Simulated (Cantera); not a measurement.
Feed: 1 mol CH₃Cl, held at 0.100 bar.

These are equilibrium values from Cantera (NASA tables, ideal gas, pure condensed phases), not measurements of a reactor. Candidate condensed phases: C, C₆H₆, C₇H₈, C₈H₁₈; 91 gas species. Kinetics and transport are ignored.

### Question
At 2575 K, list the 5 most abundant gas species with their mole fractions, and the condensed phases.

### Answer
H₂ 0.450, HCl 0.421, H 0.0735, Cl 0.0483, C₂H₂ (acetylene) 0.00662. Condensed: C(graphite).
